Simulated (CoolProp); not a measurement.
Computed with CoolProp (reference Helmholtz-energy equation of state, Lemmon 2006). It is a short technical equation, of lower accuracy than the large ones.

Q: For n-nonane, give the phase and the speed of sound (m/s) at 326.85 °C and 164 kPa; 326.85 °C and 248 kPa; 326.85 °C and 1280 kPa.

A: 
- 326.85 °C and 164 kPa: gas; speed of sound 195
- 326.85 °C and 248 kPa: gas; speed of sound 192
- 326.85 °C and 1280 kPa: gas; speed of sound 154
